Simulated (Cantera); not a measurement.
Input: 1 mol CaCO₃, 6.9 mol H₂O, 5.8 mol O₂, 0.54 mol C, at 0.00133 bar.

Equilibrium computed with Cantera from the NASA thermochemical tables; the gas is ideal and each condensed phase is pure. Candidate condensed phases: C, C₆H₆, C₇H₈, C₈H₁₈, Ca, CaCO₃, CaO, Ca(OH)₂, H₂O; 115 gas species. Rates play no part.

log p: log10 of the partial pressure in bar; n: condensed amount in mol.

```csv
T (K),log p H₂O,log p O₂,log p CO₂,log p OH,log p O,log p CO,log p H₂,n CaCO₃(calcite),n CaO(s)
523,-3.14,-3.26,-4.25,<-14,<-14,<-14,<-14,1.00,0
673,-3.14,-3.26,-4.25,-12.77,<-14,<-14,<-14,1.00,0
823,-3.17,-3.29,-3.82,-10.50,-14.28,<-14,-14.36,0,1.00
973,-3.17,-3.29,-3.82,-8.91,-11.82,-12.80,-11.95,0,1.00
1123,-3.17,-3.29,-3.82,-7.75,-10.00,-10.78,-10.17,0,1.00
1273,-3.17,-3.29,-3.82,-6.86,-8.61,-9.23,-8.80,0,1.00
1423,-3.17,-3.29,-3.82,___,___,___,___,0,1.000
1573,-3.17,-3.29,-3.82,-5.58,-6.63,-7.04,-6.85,0,1.000
1723,-3.18,-3.29,-3.83,___,___,___,___,0,1.000
1873,-3.19,-3.30,-3.84,-4.72,-5.28,-5.56,-5.52,0,1.000
2023,-3.21,-3.31,-3.87,-4.40,-4.75,-5.01,-5.02,0,0.999
```

Task: What belongs in the gaps?

Result: 
- 1423, log p OH: -6.15
- 1423, log p O: -7.52
- 1423, log p CO: -8.02
- 1423, log p H₂: -7.72
- 1723, log p OH: -5.12
- 1723, log p O: -5.89
- 1723, log p CO: -6.23
- 1723, log p H₂: -6.12
